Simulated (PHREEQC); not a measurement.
PHREEQC input (Pitzer model, pitzer.dat):

```
SOLUTION 1
  temp 25
  units mol/kgw
  pH 7 charge
  Cl 0.218
  K 0.14
  S(6) 0.025
  Na 0.128
END
USE solution 1
INCREMENTAL_REACTIONS false
REACTION 1
  H2O -1
  0 9.886 18.011 24.689 30.178 34.689 38.397 41.444
  43.949 46.007 47.699 49.089 50.232 51.172 51.944 52.578
  53.1 53.528 53.88 54.17 54.408 54.603 54.764 54.896
  55.005 55.094 55.168 55.228 moles
EQUILIBRIUM_PHASES 1
  Arcanite 0 0
  Glaserite 0 0
  Halite 0 0
  Mirabilite 0 0
  Misenite 0 0
  Sylvite 0 0
  Thenardite 0 0
SELECTED_OUTPUT 1
  -reset false
  -pH true
  -pe true
  -ionic_strength true
  -water true
  -activities H2O
  -totals Cl K Na S
  -molalities H+ Na+ K+ Cl- SO4-2 OH- HSO4-
  -equilibrium_phases Arcanite Glaserite Halite Mirabilite Misenite Sylvite Thenardite
PRINT
  -reset false
END
```

Selected output (columns that matter, 19 of 28 rows; water left (kg) added in front):

```
water left (kg)	pH	mu	Cl	K	Na	S	m_H+	m_Na+	m_K+	m_Cl-	la_H2O	Glaserite	Halite	Sylvite
1	7.0721	0.293	0.218	0.14	0.128	0.025	1.1575e-07	0.128	0.14	0.218	-0.0035617	0	0	0
0.675514	7.0809	0.43374	0.32272	0.20725	0.18949	0.037009	1.1474e-07	0.18949	0.20725	0.32272	-0.0052315	0	0	0
0.555203	7.0848	0.52773	0.39265	0.25216	0.23055	0.045029	1.1374e-07	0.23055	0.25216	0.39265	-0.0063446	0	0	0
0.456313	7.0881	0.6421	0.47774	0.30681	0.28051	0.054787	1.1229e-07	0.28051	0.30681	0.47774	-0.0076994	0	0	0
0.30824	7.0929	0.95056	0.70724	0.45419	0.41526	0.081106	1.0759e-07	0.41526	0.45419	0.70724	-0.011368	0	0	0
0.208215	7.0947	1.4072	1.047	0.67238	0.61475	0.12007	9.9375e-08	0.61475	0.67238	1.047	-0.016876	0	0	0
0.171138	7.0943	1.7121	1.2738	0.81805	0.74793	0.14608	9.3464e-08	0.74793	0.81805	1.2738	-0.020627	0	0	0
0.140655	7.0934	2.0831	1.5499	0.99534	0.91003	0.17774	8.6073e-08	0.91003	0.99534	1.5499	-0.02529	0	0	0
0.0950203	7.0917	3.0835	2.2942	1.4734	1.3471	0.2631	6.6401e-08	1.3471	1.4734	2.2942	-0.038497	0	0	0
0.0641769	7.0984	4.5655	3.3969	2.1815	1.9945	0.38955	4.1386e-08	1.9945	2.1815	3.3969	-0.060054	0	0	0
0.0527548	7.0431	5.1485	4.1323	2.4511	2.3587	0.33873	3.5903e-08	2.3587	2.4511	4.1323	-0.073234	0.0035651	0	0
0.0433504	6.9695	5.8292	5.0288	2.7647	2.7977	0.26681	3.1356e-08	2.7977	2.7647	5.0288	-0.090213	0.0067168	0	0
0.0292979	6.8705	7.0166	6.3208	2.7264	4.0582	0.23194	2.3047e-08	4.0582	2.7264	6.3208	-0.12107	0.0091023	0	0.032814
0.0197855	6.839	7.8137	6.9619	2.1795	5.3503	0.28394	1.6559e-08	5.3503	2.1795	6.9619	-0.14344	0.0096911	0.01245	0.067805
0.0162724	6.839	7.8137	6.9619	2.1795	5.3503	0.28394	1.6559e-08	5.3503	2.1795	6.9619	-0.14344	0.01019	0.030748	0.073966
0.0133718	6.839	7.8137	6.9619	2.1795	5.3503	0.28394	1.6559e-08	5.3503	2.1795	6.9619	-0.14344	0.010602	0.045855	0.079052
0.00902992	6.839	7.8137	6.9619	2.1795	5.3503	0.28394	1.6559e-08	5.3503	2.1795	6.9619	-0.14344	0.011218	0.068469	0.086666
0.00609332	6.839	7.8137	6.9619	2.1795	5.3503	0.28394	1.6559e-08	5.3503	2.1795	6.9619	-0.14344	0.011635	0.083764	0.091815
0.00501236	6.839	7.8137	6.9619	2.1795	5.3503	0.28394	1.6559e-08	5.3503	2.1795	6.9619	-0.14344	0.011788	0.089394	0.093711
```

Species that the database lacks are ignored.
